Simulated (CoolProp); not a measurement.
Vapour-liquid equilibrium of cyclopentane (1) + octamethylcyclotetrasiloxane (D4) (2) at 0.318 MPa; x and y are mole fractions of (1).

The numbers come from the multi-fluid Helmholtz-energy mixture model, Gedanitz 2015 and Thol 2015; pair parameters Bell 2016 in CoolProp.

**Question.** Give the bubble temperature and the first vapour's composition at x = 0.05, 0.65, 0.85. Is there an azeotrope?

**Answer.** x = 0.05: 215.4 °C, y = 0.218; x = 0.65: 112.8 °C, y = 0.983; x = 0.85: 97.1 °C, y = 0.997. No azeotrope shows between x = 0.05 and 0.95.

The pair parameters rest on a limited set of measurements; away from them the model extrapolates. With so large a gap from Raoult's law the liquid may split in two, which this calculation doesn't test in full.
